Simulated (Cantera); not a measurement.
# Adiabatic ignition

An adiabatic, constant-volume homogeneous reactor starts with 7.58 % CH4, 2.27 % CO, 18.9 % O2, 71.2 % N2, equivalence ratio 0.86, at 1623 K and 1.01 bar.

Cantera simulation using GRI-Mech 3.0 (53 species, 325 reactions); the numbers are that mechanism's predictions, not measurements.

```csv
t (s),T (K),P (bar),x CH4,x CO,x O2,x HO2,x CO2,x CH2CO,x NO
8.00e-6,1623,1.01,0.0757,0.0227,0.189,1.65e-6,4.00e-7,4.37e-11,<1e-12
2.01e-5,1623,1.01,0.0757,0.0227,0.189,3.52e-6,1.44e-6,3.13e-10,<1e-12
5.04e-5,1623,1.01,0.0757,0.0227,0.189,6.22e-6,5.71e-6,2.48e-9,<1e-12
0.000127,1624,1.01,0.0752,0.0227,0.189,1.17e-5,2.60e-5,4.23e-8,3.25e-12
0.000318,1694,1.06,0.0625,0.0260,0.179,0.000178,0.000597,6.27e-5,3.41e-10
0.000798,2890,1.87,<1e-12,0.0427,0.0390,1.22e-5,0.0523,<1e-12,0.00998
0.00200,2883,1.87,<1e-12,0.0427,0.0367,1.15e-5,0.0523,<1e-12,0.0157
0.00503,2882,1.87,<1e-12,0.0427,0.0366,1.15e-5,0.0523,<1e-12,0.0160
0.0126,2882,1.87,<1e-12,0.0427,0.0366,1.15e-5,0.0523,<1e-12,0.0160
0.0317,2882,1.87,<1e-12,0.0427,0.0366,1.15e-5,0.0523,<1e-12,0.0160
0.0797,2882,1.87,<1e-12,0.0427,0.0366,1.15e-5,0.0523,<1e-12,0.0160
0.200,2882,1.87,<1e-12,0.0427,0.0366,1.15e-5,0.0523,<1e-12,0.0160
```
x: mole fraction; the columns are a selection and need not sum to one.

- time of steepest temperature rise: 0.356 ms
- temperature at 0.200 s: 2882 K
- equilibrium temperature: 2882 K
- x(CH4) at 0.200 s: <1e-12 (gas-phase equilibrium <1e-12)
- x(CO) at 0.200 s: 0.0427 (gas-phase equilibrium 0.0427)
- x(O2) at 0.200 s: 0.0366 (gas-phase equilibrium 0.0366)
